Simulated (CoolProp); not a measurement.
n-undecane along the isotherm 346.85 °C: Z from the reference equation and from simpler models built on Tc = 365.7 °C, pc = 19.90 bar, ω = 0.539; each cubic takes its own stable root.

Computed with CoolProp (reference Helmholtz-energy equation of state, Aleksandrov 2011). It is a short technical equation, of lower accuracy than the large ones.

```json
[
 {"p (bar)": "0.629", "phase": "gas", "reference": "0.9862", "van der Waals": "0.9898", "Soave-Redlich-Kwong": "0.9878"},
 {"p (bar)": "1.19", "phase": "gas", "reference": "0.9736", "van der Waals": "0.9806", "Soave-Redlich-Kwong": "0.9768"},
 {"p (bar)": "2.26", "phase": "gas", "reference": "0.9492", "van der Waals": "0.9626", "Soave-Redlich-Kwong": "0.9553"},
 {"p (bar)": "4.29", "phase": "gas", "reference": "0.9006", "van der Waals": "0.9267", "Soave-Redlich-Kwong": "[?]"},
 {"p (bar)": "8.13", "phase": "gas", "reference": "[?]", "van der Waals": "0.8509", "Soave-Redlich-Kwong": "[?]"},
 {"p (bar)": "29.2", "phase": "liquid", "reference": "0.2056", "van der Waals": "0.3343", "Soave-Redlich-Kwong": "[?]"},
 {"p (bar)": "55.4", "phase": "liquid", "reference": "[?]", "van der Waals": "0.5588", "Soave-Redlich-Kwong": "0.4310"},
 {"p (bar)": "105", "phase": "liquid", "reference": "0.6391", "van der Waals": "0.9600", "Soave-Redlich-Kwong": "0.7329"},
 {"p (bar)": "199", "phase": "liquid", "reference": "1.127", "van der Waals": "[?]", "Soave-Redlich-Kwong": "[?]"}
]
```

Question: Complete the blanks.

Answer: 
- 4.29, Soave-Redlich-Kwong: 0.9126
- 8.13, reference: 0.7975
- 8.13, Soave-Redlich-Kwong: 0.8223
- 29.2, Soave-Redlich-Kwong: 0.2571
- 55.4, reference: 0.3619
- 199, van der Waals: 1.672
- 199, Soave-Redlich-Kwong: 1.257
